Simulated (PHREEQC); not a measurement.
0.014 g of hydrous ferric oxide (600 m²/g; 0.2 weak and 0.005 strong sites per Fe, Dzombak-Morel constants, diffuse double layer) in 1 kg of water with 0.005 mol/kgw of an inert sodium salt, at 25 °C; the pH is set by adding NaOH or the inert anion's acid. Oxygen alone is held at its pressure in air (log pO2 = -0.68). No CO2 enters from the air. Nothing may precipitate in this run.

Base run: PHREEQC, ion-association model, wateq4f.dat. Each further column changes one thing. The table gives surface charge σ (C/m²).

| pH | base | background salt from 0.005 to 0.0005 mol/kgw | oxide from 0.014 to 0.07 g/kgw | 7e-06 mol/kgw CuSO4 added |
|---|---|---|---|---|
| 3 | 0.302 | 0.238 | 0.302 | 0.179 |
| 3.38 | 0.257 | (withheld) | 0.257 | 0.153 |
| 3.75 | 0.211 | 0.121 | 0.212 | 0.126 |
| 4.5 | 0.131 | 0.061 | 0.131 | 0.078 |
| 4.88 | 0.099 | (withheld) | 0.099 | 0.061 |
| 5.25 | 0.074 | (withheld) | 0.074 | (withheld) |
| 5.62 | 0.053 | 0.020 | 0.053 | (withheld) |
| 6.38 | 0.026 | 0.009 | 0.026 | 0.029 |
| 6.75 | 0.017 | 0.006 | 0.017 | (withheld) |
| 7.12 | 0.011 | 0.004 | 0.011 | 0.018 |
| 7.5 | 0.006 | 0.002 | 0.006 | 0.012 |
| 8.25 | -0.001 | 0.000 | -0.001 | 0.003 |
| 8.62 | -0.005 | -0.002 | -0.005 | -0.001 |
| 9 | -0.009 | -0.003 | -0.009 | (withheld) |

### Question
Some entries are withheld; supply them.

### Answer

- 3.38, background salt from 0.005 to 0.0005 mol/kgw: 0.170
- 4.88, background salt from 0.005 to 0.0005 mol/kgw: 0.043
- 5.25, background salt from 0.005 to 0.0005 mol/kgw: 0.030
- 5.25, 7e-06 mol/kgw CuSO4 added: 0.049
- 5.62, 7e-06 mol/kgw CuSO4 added: 0.040
- 6.75, 7e-06 mol/kgw CuSO4 added: 0.024
- 9, 7e-06 mol/kgw CuSO4 added: -0.004

The oxide is taken as insoluble; below pH 4 it would dissolve. The database's constant for dissolved Cu(OH)2 is higher than later reviews accept.
